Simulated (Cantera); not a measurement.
What does this Cantera script print?

```python
import numpy as np
import cantera as ct

gas_names = """
    CL CL2 N N2 Si SiCL SiCL2 SiCL3 SiCL4 SiN Si2 Si2N Si3
""".split()
cond_names = """
    Si(cr) Si(L) Si3N4(a)
""".split()


# ... load() reads the species with a 1 bar reference pressure and builds the phases ...
atoms = {
    'Si2Cl6': {'Si': 2, 'CL': 6},
    'Cl2': {'CL': 2},
    'N2': {'N': 2},
}
top_T = {'Si3N4(a)': 2400}  # K; cautious upper limits of use, not melting points


# ... equilibrate(T, P, feed) seeds the gas with the atoms and calls Mixture.equilibrate('TP', solver="vcs", rtol=1e-11, max_steps=5000) ...
results = []
feed = {'Si2Cl6': 1, 'Cl2': 0.79, 'N2': 3.7}  # mol
for P in [100, 230, 540, 1300, 2900, 6800, 16000, 37000, 86000, 200000]:
    for T in [998, 1048, 1098, 1148, 1198, 1248, 1298, 1348, 1398, 1448, 1498, 1548, 1598, 1648]:
        mix = equilibrate(T, P, feed)
        results.append((T, P, feed, dict(zip(mix.species_names, mix.species_moles))))

for T, P, feed, n in results:
    print(f"{T:7g} {P:10.4g}  " + (" + ".join(c for c in cond_names if n.get(c, 0) > 1e-12) or "gas only"))
```

Result:

```
    998        100  Si3N4(a)
   1048        100  Si3N4(a)
   1098        100  Si3N4(a)
   1148        100  Si3N4(a)
   1198        100  Si3N4(a)
   1248        100  gas only
   1298        100  gas only
   1348        100  gas only
   1398        100  gas only
   1448        100  gas only
   1498        100  gas only
   1548        100  gas only
   1598        100  gas only
   1648        100  gas only
    998        230  Si3N4(a)
   1048        230  Si3N4(a)
   1098        230  Si3N4(a)
   1148        230  Si3N4(a)
   1198        230  Si3N4(a)
   1248        230  Si3N4(a)
   1298        230  gas only
   1348        230  gas only
   1398        230  gas only
   1448        230  gas only
   1498        230  gas only
   1548        230  gas only
   1598        230  gas only
   1648        230  gas only
    998        540  Si3N4(a)
   1048        540  Si3N4(a)
   1098        540  Si3N4(a)
   1148        540  Si3N4(a)
   1198        540  Si3N4(a)
   1248        540  Si3N4(a)
   1298        540  gas only
   1348        540  gas only
   1398        540  gas only
   1448        540  gas only
   1498        540  gas only
   1548        540  gas only
   1598        540  gas only
   1648        540  gas only
    998       1300  Si3N4(a)
   1048       1300  Si3N4(a)
   1098       1300  Si3N4(a)
   1148       1300  Si3N4(a)
   1198       1300  Si3N4(a)
   1248       1300  Si3N4(a)
   1298       1300  Si3N4(a)
   1348       1300  gas only
   1398       1300  gas only
   1448       1300  gas only
   1498       1300  gas only
   1548       1300  gas only
   1598       1300  gas only
   1648       1300  gas only
    998       2900  Si3N4(a)
   1048       2900  Si3N4(a)
   1098       2900  Si3N4(a)
   1148       2900  Si3N4(a)
   1198       2900  Si3N4(a)
   1248       2900  Si3N4(a)
   1298       2900  Si3N4(a)
   1348       2900  Si3N4(a)
   1398       2900  gas only
   1448       2900  gas only
   1498       2900  gas only
   1548       2900  gas only
   1598       2900  gas only
   1648       2900  gas only
    998       6800  Si3N4(a)
   1048       6800  Si3N4(a)
   1098       6800  Si3N4(a)
   1148       6800  Si3N4(a)
   1198       6800  Si3N4(a)
   1248       6800  Si3N4(a)
   1298       6800  Si3N4(a)
   1348       6800  Si3N4(a)
   1398       6800  Si3N4(a)
   1448       6800  gas only
   1498       6800  gas only
   1548       6800  gas only
   1598       6800  gas only
   1648       6800  gas only
    998    1.6e+04  Si3N4(a)
   1048    1.6e+04  Si3N4(a)
   1098    1.6e+04  Si3N4(a)
   1148    1.6e+04  Si3N4(a)
   1198    1.6e+04  Si3N4(a)
   1248    1.6e+04  Si3N4(a)
   1298    1.6e+04  Si3N4(a)
   1348    1.6e+04  Si3N4(a)
   1398    1.6e+04  Si3N4(a)
   1448    1.6e+04  gas only
   1498    1.6e+04  gas only
   1548    1.6e+04  gas only
   1598    1.6e+04  gas only
   1648    1.6e+04  gas only
    998    3.7e+04  Si3N4(a)
   1048    3.7e+04  Si3N4(a)
   1098    3.7e+04  Si3N4(a)
   1148    3.7e+04  Si3N4(a)
   1198    3.7e+04  Si3N4(a)
   1248    3.7e+04  Si3N4(a)
   1298    3.7e+04  Si3N4(a)
   1348    3.7e+04  Si3N4(a)
   1398    3.7e+04  Si3N4(a)
   1448    3.7e+04  Si3N4(a)
   1498    3.7e+04  gas only
   1548    3.7e+04  gas only
   1598    3.7e+04  gas only
   1648    3.7e+04  gas only
    998    8.6e+04  Si3N4(a)
   1048    8.6e+04  Si3N4(a)
   1098    8.6e+04  Si3N4(a)
   1148    8.6e+04  Si3N4(a)
   1198    8.6e+04  Si3N4(a)
   1248    8.6e+04  Si3N4(a)
   1298    8.6e+04  Si3N4(a)
   1348    8.6e+04  Si3N4(a)
   1398    8.6e+04  Si3N4(a)
   1448    8.6e+04  Si3N4(a)
   1498    8.6e+04  Si3N4(a)
   1548    8.6e+04  gas only
   1598    8.6e+04  gas only
   1648    8.6e+04  gas only
    998      2e+05  Si3N4(a)
   1048      2e+05  Si3N4(a)
   1098      2e+05  Si3N4(a)
   1148      2e+05  Si3N4(a)
   1198      2e+05  Si3N4(a)
   1248      2e+05  Si3N4(a)
   1298      2e+05  Si3N4(a)
   1348      2e+05  Si3N4(a)
   1398      2e+05  Si3N4(a)
   1448      2e+05  Si3N4(a)
   1498      2e+05  Si3N4(a)
   1548      2e+05  Si3N4(a)
   1598      2e+05  gas only
   1648      2e+05  gas only
```

Method: chemical equilibrium by Gibbs-energy minimisation in Cantera with the NASA 1993 tables (ideal gas, pure condensed phases). The feed counts by its element totals alone. N2 is the only nitrogen source here; it is nearly inert below about 1500 K, so the nitride shown seldom forms there in practice. The tables' values for SiCl3 are old estimates.
